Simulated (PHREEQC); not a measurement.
## Copper plating or etch bath: speciation

Dissolve 0.0014 mol CuSO4, 0.0013 mol HNO3 and 0.00021 mol FeCl3 per kg of water at 20 °C and 50 atm. Closed to the air; pH follows from the charge balance.

Equilibrium calculation in PHREEQC: ion-association model, phreeqc.dat.

Precipitation was switched off in this run.

### Question
Estimate the pH, ionic strength.

### Answer
pH 2.92; ionic strength 0.00666 mol/kgw.

### Question
In which forms is Fe present?

### Answer
FeSO4+ 48 %, FeOH+2 33 %, Fe+3 11 %, Fe(OH)2+ 5.9 %, Fe(SO4)2- 0.8 % of the Fe.

Saturation is exceeded, for instance for Hematite (slow to form), Goethite (slow to form); the values hold only as long as no solid forms. Under pressure, the constants of complexes without a molar volume in the database are unreliable.
